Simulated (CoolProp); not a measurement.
Vapour-liquid equilibrium of cyclohexane (1) + dimethyl carbonate (2) at 85.15 °C; x and y are mole fractions of (1).

Values from CoolProp's multi-fluid Helmholtz-energy mixture model, Zhou 2014 and Zhou 2011; pair parameters Bell 2016.

Question: Give the bubble pressure and the first vapour's composition at x = 0.05, 0.8, 0.875. Is there an azeotrope?

Answer: x = 0.05: 102.0 kPa, y = 0.190; x = 0.8: 141.8 kPa, y = 0.699; x = 0.875: 136.5 kPa, y = 0.765. y crosses x between x = 0.575 and 0.65: the model has an azeotrope there.

The pair parameters rest on a limited set of measurements; away from them the model extrapolates.
